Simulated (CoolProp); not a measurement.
Vapour-liquid equilibrium of R22 (1) + benzene (2) at 57.15 °C; x and y are mole fractions of (1).

Computed with CoolProp (multi-fluid Helmholtz-energy mixture model, Kamei 1995 and Thol 2012; pair parameters Bell 2016).

Problem. Give the bubble pressure and the first vapour's composition at x = 0.05, 0.15, 0.25. Is there an azeotrope?

Solution. x = 0.05: 0.1671 MPa, y = 0.719; x = 0.15: 0.3790 MPa, y = 0.880; x = 0.25: 0.5714 MPa, y = 0.923. No azeotrope shows between x = 0.05 and 0.95.

Pair parameters are fitted to limited data, so mixtures are less certain than the pure fluids. The gap from Raoult's law changes sign with composition, which may be real or a fault of the pair parameters; it wasn't checked against measurements.
